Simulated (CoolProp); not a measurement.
Properties of decamethylcyclopentasiloxane (D5) along the isotherm 620 K (Tc = 618.3 K, pc = 1.078 MPa, ω = 0.631).

The numbers come from the reference Helmholtz-energy equation of state, Thol 2019 in CoolProp.

```tsv
p (MPa)	phase	density (kg/m³)	cp (kJ/(kg K))	speed of sound (m/s)	Joule-Thomson coefficient (K/MPa)	fugacity coefficient
0.0341	gas	2.481	1.955	117.3	9.088	0.9889
0.0646	gas	4.748	1.957	116.1	9.237	0.9789
0.122	gas	9.151	1.962	113.8	9.538	0.9603
0.232	gas	18.14	1.973	109.2	10.20	0.9249
0.44	gas	37.75	2.001	99.15	11.88	0.8589
0.834	gas	93.96	2.157	72.57	19.35	0.7348
1.58	supercritical	492.0	2.445	113.8	3.454	0.4852
3	supercritical	561.8	2.241	195.5	0.9362	0.3095
5.68	supercritical	614.6	2.175	280.5	0.2306	0.2265
10.8	supercritical	665.5	2.142	382.8	-0.09060	0.2113
```
